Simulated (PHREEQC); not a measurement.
1 kg of water holding 7.2 mmol/kgw KHCO3, 5.1 mmol/kgw K2SO4 and 13 mmol/kgw KCl is evaporated at 90 °C; the solids stay in contact with the brine. CO2 is held at log p = -3.4 (atm). Only these solids could form: Arcanite, Kalicinite, Misenite, Sylvite.

The series has 28 steps of water left (kg), from 1 to 0.005072.

The numbers come from PHREEQC with the Pitzer model, pitzer.dat.

Problem. Which solids form, in which order, and at which step of the series does each first stand?

Solution. Arcanite from water left = 0.009089 kg (pH 10.26).

Species that the database lacks are ignored. Constants without temperature data keep their 25 °C values here.
